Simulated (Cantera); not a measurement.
Charge: 1 mol Cu2O, 2 mol C, 0.025 mol CO, equilibrated at 0.730 bar.

Equilibrium computed with Cantera from the NASA thermochemical tables; the gas is ideal and each condensed phase is pure. Candidate condensed phases: C, Cu, CuO, Cu2O; 15 gas species. Kinetics and transport are ignored.

x: gas mole fraction; n: condensed amount in mol.

| T (°C) | x CO | x CO2 | x Cu | x Cu2 | n C(graphite) | n Cu(s) | n Cu(l) |
|---|---|---|---|---|---|---|---|
| 802 | 0.917 | 0.0834 | … | <1e-12 | 1.08 | 2.00 | 0 |
| 877 | 0.973 | 0.0273 | … | <1e-12 | 1.03 | 2.00 | 0 |
| 952 | 0.990 | 0.00959 | … | 1.25e-12 | 1.01 | 2.00 | 0 |
| 1027 | 0.996 | 0.00375 | … | 1.77e-11 | 1.00 | 2.00 | 0 |
| 1102 | 0.998 | 0.00162 | … | 1.82e-10 | 1.00 | 0 | 2.00 |
| 1177 | 0.999 | 0.000765 | … | 1.32e-9 | 1.00 | 0 | 2.00 |
| 1252 | 1.000 | 0.000390 | … | 7.83e-9 | 1.00 | 0 | 2.00 |
| 1327 | 1.000 | 0.000212 | … | 3.90e-8 | 1.00 | 0 | 2.00 |

Question: Fill in the missing entries.

Answer: 
- 802, x Cu: 3.50e-10
- 877, x Cu: 3.96e-9
- 952, x Cu: 3.31e-8
- 1027, x Cu: 2.16e-7
- 1102, x Cu: 1.13e-6
- 1177, x Cu: 4.71e-6
- 1252, x Cu: 1.70e-5
- 1327, x Cu: 5.45e-5
